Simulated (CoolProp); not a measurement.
CH2F2 (R32) along the isobar 70.8 bar: Z from the reference equation and from simpler models built on Tc = 351.3 K, pc = 57.83 bar, ω = 0.277; each cubic takes its own stable root.

Values from CoolProp's reference Helmholtz-energy equation of state, Tillner-Roth 1997.

```tsv
T (K)	phase	reference	Redlich-Kwong	Peng-Robinson
237.3	liquid	0.1579	0.2090	0.1788
247.5	liquid	0.1551	0.2057	0.1755
257.7	liquid	0.1529	0.2032	0.1730
267.9	liquid	0.1512	0.2016	0.1713
278.1	liquid	0.1501	0.2009	0.1704
288.2	liquid	0.1496	0.2012	0.1706
298.4	liquid	0.1499	0.2027	0.1719
308.6	liquid	0.1510	0.2056	0.1747
318.8	liquid	0.1533	0.2106	0.1796
328.9	liquid	0.1574	0.2183	0.1874
339.1	liquid	0.1646	0.2309	0.2009
349.3	liquid	0.1794	0.2532	0.2267
359.5	supercritical	0.2389	0.3069	0.3054
369.7	supercritical	0.4518	0.4580	0.4775
```
